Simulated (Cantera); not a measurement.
Input (Python, Cantera):

```python
import numpy as np
import cantera as ct

surf = ct.Interface("diamond.yaml", "diamond_100")
gas, bulk = surf.adjacent["gas"], surf.adjacent["diamond"]
k = surf.kinetics_species_index(bulk.species_names[0])
cover = ["c6HH", "c6H*", "c6*H", "c6**", "c6HM", "c6B"]

rows, drift = [], 0.0
print(f"{'xCH3':>10s}{'um/h':>11s}" + "".join(f"{s:>11s}" for s in cover))
for v in [1e-06, 2.7e-06, 7.5e-06, 2e-05, 5.6e-05, 0.00015, 0.00042, 0.0011, 0.0031]:
    T, P, xH, xCH3 = 1300, 17000, 0.029, v
    gas.TPX = T, P, {"H": xH, "CH3": xCH3, "CH4": 0.0027, "H2": 1 - xH - xCH3 - 0.0027}
    surf.TP = bulk.TP = T, P
    surf.coverages = "c6H*:0.1, c6HH:0.9"
    surf.advance_coverages(100.0)
    before = surf.coverages
    surf.advance_coverages(100.0)
    drift = max(drift, np.max(np.abs(surf.coverages - before) / (surf.coverages + 1e-9)))
    rate = surf.net_production_rates[k] * bulk.mean_molecular_weight / bulk.density * 3.6e9
    rows.append([rate, *surf[cover].coverages])
    print(f"{v:10.4g}{rate:11.4e}" + "".join(f"{x:11.3e}" for x in rows[-1][1:]))
```

Result:

```
      xCH3       um/h       c6HH       c6H*       c6*H       c6**       c6HM        c6B
     1e-06 1.4888e-01  3.765e-01  5.033e-02  5.258e-01  4.734e-02  3.767e-06  4.040e-10
   2.7e-06 4.0196e-01  3.765e-01  5.033e-02  5.258e-01  4.734e-02  1.017e-05  1.091e-09
   7.5e-06 1.1165e+00  3.765e-01  5.033e-02  5.258e-01  4.734e-02  2.825e-05  3.030e-09
     2e-05 2.9768e+00  3.765e-01  5.032e-02  5.257e-01  4.733e-02  7.532e-05  8.078e-09
   5.6e-05 8.3316e+00  3.764e-01  5.031e-02  5.256e-01  4.730e-02  2.108e-04  2.261e-08
   0.00015 2.2292e+01  3.762e-01  5.027e-02  5.252e-01  4.723e-02  5.641e-04  6.049e-08
   0.00042 6.2218e+01  3.756e-01  5.017e-02  5.242e-01  4.703e-02  1.575e-03  1.688e-07
    0.0011 1.6165e+02  3.741e-01  4.992e-02  5.215e-01  4.653e-02  4.094e-03  4.387e-07
    0.0031 4.4516e+02  3.698e-01  4.920e-02  5.140e-01  4.511e-02  1.129e-02  1.208e-06
```

Model: the Harris–Goodwin 1993 mechanism for the reconstructed diamond (100) surface, integrated in Cantera.
